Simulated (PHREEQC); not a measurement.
**Polishing slurry liquid: speciation**

Make-up at 85 °C: 0.0045 mol/kgw HNO3. Closed to the air; pH follows from the charge balance.

The numbers come from PHREEQC with the ion-association model, phreeqc.dat.

No solid was allowed to form.

Problem. What pH, specific conductance does the model give?

Solution. pH 2.38; specific conductance 4790 µS/cm.

Constants without temperature data keep their 25 °C values here.
